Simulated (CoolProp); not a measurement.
Vapour-liquid equilibrium of cis-2-butene (1) + acetone (2) at 0.0544 MPa; x and y are mole fractions of (1).

Model: multi-fluid Helmholtz-energy mixture model, Lemmon 2005 and Lemmon 2006; pair parameters Bell 2016, in CoolProp.

Q: Give the bubble temperature and the first vapour's composition at x = 0.35, 0.8, 0.875. Is there an azeotrope?

A: x = 0.35: 268.8 K, y = 0.895; x = 0.8: 263.8 K, y = 0.944; x = 0.875: 263.0 K, y = 0.957. No azeotrope shows between x = 0.05 and 0.95.

Pair parameters are fitted to limited data, so mixtures are less certain than the pure fluids. With so large a gap from Raoult's law the liquid may split in two, which this calculation doesn't test in full.
